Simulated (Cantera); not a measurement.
# Si₂Cl₆ + HCl + H₂ + Cl₂ (silicon epitaxy and polysilicon growth)

Charge: 1 mol Si₂Cl₆, 2 mol HCl, 170 mol H₂, 0.016 mol Cl₂, at 4.20 Torr.

These are equilibrium values from Cantera (NASA tables, ideal gas, pure condensed phases), not measurements of a reactor. Candidate condensed phases: Si; 19 gas species. The feed counts by its element totals alone. The tables' values for SiCl₃, SiCl are old estimates; treat these amounts as uncertain. Gases not in the tables: Si₂H₆ and higher silanes. Equilibrium is a limit: real reactors are often held back by kinetics, nucleation or transport.

From 1075 K to 1675 K the condensed part is Si(s). The main Si-bearing gas is SiCl₄ at 1075 K and SiCl₂ at 1675 K. The share of Si in condensed phases is highest at 1275 K (64.6 %) and lowest at 1075 K (53.8 %).

```tsv
T (K)	x H₂	x HCl	x SiCl₂	x SiCl₄	n Si(s)
1075	0.965	0.0299	0.00181	0.00211	1.08
1175	0.959	0.0366	0.00318	0.000332	1.29
1275	0.958	0.0375	0.00381	3.91e-5	1.29
1375	0.958	0.0373	0.00418	5.63e-6	1.25
1475	0.958	0.0368	0.00446	1.04e-6	1.21
1575	0.958	0.0364	0.00469	2.36e-7	1.17
1675	0.957	0.0360	0.00488	6.39e-8	1.12
```
x: gas mole fraction; n: condensed amount in mol.
